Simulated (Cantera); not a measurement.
A closed system holds: 1 mol CH3OH, 0.11 mol CO2, 0.025 mol NH3, held at 133 Pa.

Method: chemical equilibrium by Gibbs-energy minimisation in Cantera with the NASA 1993 tables (ideal gas, pure condensed phases). Candidate condensed phases: C, C6H6, C7H8, C8H18, H2O; 136 gas species. Rates play no part. All values below are at 1723 K.

Base state: H2 0.612, CO 0.346, H2O 0.0299, CO2 0.00482, N2 0.00395, H 0.00391, OH 1.05e-5 (mole fractions); condensed: gas only.

### Question
What changes in the equilibrium state with this change: pressure from 133 Pa to 590000 Pa?

### Answer
```
species   before    after
-------  -------  -------
H2         0.612    0.615
CO         0.346    0.346
H2O       0.0299   0.0300
H        0.00391  5.89e-5
CH4        <1e-9  3.99e-5
OH       1.05e-5  1.58e-7
CO2      0.00482  0.00482
N2       0.00395  0.00395
```

### Question
What changes in the equilibrium state with this change: CO2 from 0.11 to 0.25 mol?

### Answer
```
species   before    after
-------  -------  -------
H2         0.612    0.551
CO         0.346    0.366
H2O       0.0299   0.0636
CO2      0.00482   0.0120
OH       1.05e-5  2.34e-5
H        0.00391  0.00371
```
